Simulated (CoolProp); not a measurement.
n-octane along the isobar 3440 kPa: density (kg/m³) from the reference equation and from simpler models built on Tc = 295.6 °C, pc = 2484 kPa, ω = 0.398; each cubic takes its own stable root.

Model: reference Helmholtz-energy equation of state, Beckmüller 2019, in CoolProp.

```tsv
T (°C)	phase	reference	van der Waals	Redlich-Kwong	Soave-Redlich-Kwong
62.45	liquid	671.5	382.5	556.8	580.8
81.85	liquid	655.5	375.2	543.3	568.7
101.15	liquid	639.2	367.6	529.2	555.6
120.45	liquid	622.3	359.6	514.2	541.5
139.75	liquid	604.7	351.2	498.4	526.1
159.15	liquid	586.2	342.3	481.4	509.1
178.45	liquid	566.8	332.8	463.2	490.6
197.75	liquid	546.0	322.7	443.7	470.1
```
